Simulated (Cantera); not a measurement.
Charge: 1 mol Si3N4, 3.9 mol CO2, 45 mol N2, equilibrated at 133 Pa.

Method: chemical equilibrium by Gibbs-energy minimisation in Cantera with the NASA 1993 tables (ideal gas, pure condensed phases). Candidate condensed phases: C, Si, SiC, SiO2, Si2N2O, Si3N4; 34 gas species. The tables hold silica as quartz up to 1696 K and as liquid above; real silica turns to tridymite and cristobalite and melts near 1996 K. Rates play no part.

### Question
At 1277 °C, list the 3 most abundant gas species with their mole fractions, and the condensed phases.

### Answer
N2 0.887, CO 0.0736, SiO 0.0396. Condensed: SiO2(β-quartz).
